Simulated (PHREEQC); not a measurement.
1 kg of water holding 3.2 mmol/kgw Na2SO4, 170 mmol/kgw KCl, 190 mmol/kgw NaCl, 4.2 mmol/kgw Na2CO3 and 30 mmol/kgw NaHCO3 is evaporated at 25 °C; the solids stay in contact with the brine. CO2 from the air is kept out. The run lets Arcanite, Burkeite, Glaserite, Halite, Kalicinite, Mirabilite, Misenite, Nahcolite, Natron, Sylvite, Thenardite, Trona precipitate or redissolve, and no other solid.

The numbers come from PHREEQC with the Pitzer model, pitzer.dat.

| water left (kg) | ionic strength | water activity | Halite (mol) | Sylvite (mol) | Nahcolite (mol) |
|---|---|---|---|---|---|
| 1 | 0.412 | 0.987 | 0 | 0 | 0 |
| 0.6755 | 0.610 | 0.981 | 0 | 0 | 0 |
| 0.4563 | ? | 0.972 | 0 | 0 | 0 |
| 0.2533 | 1.63 | 0.949 | 0 | 0 | 0 |
| 0.1711 | 2.41 | 0.923 | 0 | 0 | 0 |
| 0.1156 | 3.57 | 0.884 | 0 | 0 | 0 |
| 0.06418 | 6.26 | 0.783 | 0 | 0 | 0.0102 |
| 0.04335 | 7.40 | 0.731 | 0 | 0.0700 | 0.0214 |
| 0.0293 | 7.80 | 0.717 | ? | 0.108 | 0.0248 |
| 0.01978 | ? | ? | ? | 0.128 | 0.0264 |
| 0.01337 | 8.41 | 0.713 | 0.131 | 0.141 | 0.0275 |
| 0.007374 | 8.61 | 0.711 | 0.160 | 0.152 | 0.0272 |
| 0.004927 | 8.61 | 0.711 | 0.172 | 0.157 | 0.0267 |

Problem. Fill in the missing entries.

Solution. 
- 0.4563, ionic strength: 0.903
- 0.0293, Halite (mol): 0.0512
- 0.01978, ionic strength: 8.05
- 0.01978, water activity: 0.715
- 0.01978, Halite (mol): 0.0989
